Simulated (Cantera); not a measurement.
**Reactions in the system H-O-Zr**

Standard-state values (1 bar) from the NASA 1993 polynomials, evaluated with Cantera. Values are per mole of reaction as written; species without (g) are pure solids or liquids, kept so even where they would boil at 1 bar.

ZrO₂(g) + 2 H(g) = Zr + 2 OH(g)

```json
[
 {"T (K)": "1073", "ΔH° (kJ)": "-76.5", "ΔS° (J/K)": "-105.5", "ΔG° (kJ)": "36.7", "log10 K": "-1.79", "condensed phases": "Zr(α)"},
 {"T (K)": "1148", "ΔH° (kJ)": "-72.8", "ΔS° (J/K)": "-102.2", "ΔG° (kJ)": "44.6", "log10 K": "-2.03", "condensed phases": "Zr(β)"},
 {"T (K)": "1223", "ΔH° (kJ)": "-73.3", "ΔS° (J/K)": "-102.6", "ΔG° (kJ)": "52.2", "log10 K": "-2.23", "condensed phases": "Zr(β)"},
 {"T (K)": "1298", "ΔH° (kJ)": "-73.7", "ΔS° (J/K)": "-103.0", "ΔG° (kJ)": "59.9", "log10 K": "-2.41", "condensed phases": "Zr(β)"},
 {"T (K)": "1373", "ΔH° (kJ)": "-74.1", "ΔS° (J/K)": "-103.2", "ΔG° (kJ)": "67.7", "log10 K": "-2.57", "condensed phases": "Zr(β)"},
 {"T (K)": "1448", "ΔH° (kJ)": "-74.4", "ΔS° (J/K)": "-103.5", "ΔG° (kJ)": "75.4", "log10 K": "-2.72", "condensed phases": "Zr(β)"},
 {"T (K)": "1523", "ΔH° (kJ)": "-74.6", "ΔS° (J/K)": "-103.6", "ΔG° (kJ)": "83.2", "log10 K": "-2.85", "condensed phases": "Zr(β)"},
 {"T (K)": "1598", "ΔH° (kJ)": "-74.8", "ΔS° (J/K)": "-103.7", "ΔG° (kJ)": "91.0", "log10 K": "-2.97", "condensed phases": "Zr(β)"},
 {"T (K)": "1673", "ΔH° (kJ)": "-74.8", "ΔS° (J/K)": "-103.8", "ΔG° (kJ)": "98.8", "log10 K": "-3.08", "condensed phases": "Zr(β)"},
 {"T (K)": "1748", "ΔH° (kJ)": "-74.9", "ΔS° (J/K)": "-103.8", "ΔG° (kJ)": "106.5", "log10 K": "-3.18", "condensed phases": "Zr(β)"}
]
```
